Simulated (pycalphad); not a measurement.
An equivalent pycalphad script:

```python
from pycalphad import Database, equilibrium, calculate, variables as v
import numpy as np
db = Database('COST507.tdb')
comps = ['AL', 'SI', 'VA']
phases = ['DIAMOND_A4', 'FCC_A1', 'LIQUID']
eq = equilibrium(db, comps, phases, {v.X('SI'): 0.0599, v.T: np.arange(1850, 499, -50), v.P: 101325, v.N: 1}, output=['HM', 'SM'])
```

CALPHAD calculation (pycalphad, COST 507 light-alloy database (1999)), 1 atm. The data set is of 1999 and partly superseded. Amounts are mole fractions of atoms.

Results at three of the temperatures:

```
T = 1800.00 K, P = 101325 Pa, N = 1 mol of atoms
G = -112015 J/mol, H = 57611 J/mol, S = 94.24 J/(mol K)  (SER reference)
chemical potentials (J/mol): Al -110718, Si -132372
phase             fraction      x(Al)      x(Si)
LIQUID              1.0000     0.9401     0.0599
```

```
T = 1750.00 K, P = 101325 Pa, N = 1 mol of atoms
G = -107325 J/mol, H = 56037 J/mol, S = 93.35 J/(mol K)  (SER reference)
chemical potentials (J/mol): Al -106101, Si -126546
phase             fraction      x(Al)      x(Si)
LIQUID              1.0000     0.9401     0.0599
```

```
T = 1450.00 K, P = 101325 Pa, N = 1 mol of atoms
G = -80181 J/mol, H = 46592 J/mol, S = 87.43 J/(mol K)  (SER reference)
chemical potentials (J/mol): Al -79399, Si -92450
phase             fraction      x(Al)      x(Si)
LIQUID              1.0000     0.9401     0.0599
```

Changes of the phase set, refined by bisection:

| T (°C) | phases above | phases below |
|---|---|---|
| 621.7 | liquid | fcc + liquid |
| 577.0 | fcc + liquid | diamond (Si) + fcc |
